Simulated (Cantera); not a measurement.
A closed system holds: 1 mol Si2H6, 5.6 mol H2, at 1225 K and 0.290 bar.

Method: chemical equilibrium by Gibbs-energy minimisation in Cantera with the NASA 1993 tables (ideal gas, pure condensed phases). Candidate condensed phases: Si; 9 gas species. The feed counts by its element totals alone. The numbers say what is thermodynamically allowed, not how fast it happens.

What is the equilibrium state?


```json
{
  "x(H2)": "1.000",
  "n(Si(s))": "2.00 mol",
  "gas_amount": "8.600 mol"
}
```
